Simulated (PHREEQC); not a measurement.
# Copper plating or etch bath (model solution)

A solution holds 0.18 mol/kgw CuCl2 and 0.15 mol/kgw HCl, at 25 °C. Closed to the air; pH follows from the charge balance.

Model: ion-association model, phreeqc.dat, run in PHREEQC.

No solid was allowed to form.

Estimate the pH, density.

pH 0.94; density 1.021 g/cm³.

In which forms is Cu present?

Cu+2 76 %, CuCl+ 22 %, CuCl2 2.0 % of the Cu.

Species that the database lacks are ignored.
